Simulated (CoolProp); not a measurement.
Vapour-liquid equilibrium of CH2F2 (R32) (1) + R134a (2) at 222 K; x and y are mole fractions of (1).

The numbers come from the multi-fluid Helmholtz-energy mixture model, Tillner-Roth 1997 and Tillner-Roth 1994; pair parameters Lemmon 2004 in CoolProp.

```csv
x,"bubble pressure, mixture model (MPa)","bubble pressure, Raoult's law (MPa)","y, mixture model","y, Raoult's law"
0.05,0.03166,0.03135,___,0.166
0.2,0.04365,0.04281,0.488,0.486
0.35,___,0.05427,0.666,0.670
0.5,0.06645,0.06573,___,0.791
0.65,___,0.07720,0.867,0.875
0.8,___,0.08866,0.932,0.938
0.95,0.1001,0.1001,___,0.986
```

Question: Fill in the missing entries.

Answer: 
- 0.05, y, mixture model: 0.171
- 0.35, bubble pressure, mixture model (MPa): 0.05519
- 0.5, y, mixture model: 0.783
- 0.65, bubble pressure, mixture model (MPa): 0.07760
- 0.8, bubble pressure, mixture model (MPa): 0.08880
- 0.95, y, mixture model: 0.985

The largest gap from Raoult's law is +2.0 % in bubble pressure, at x = 0.2. No azeotrope shows between x = 0.05 and 0.95.

Pair parameters are fitted to limited data, so mixtures are less certain than the pure fluids.
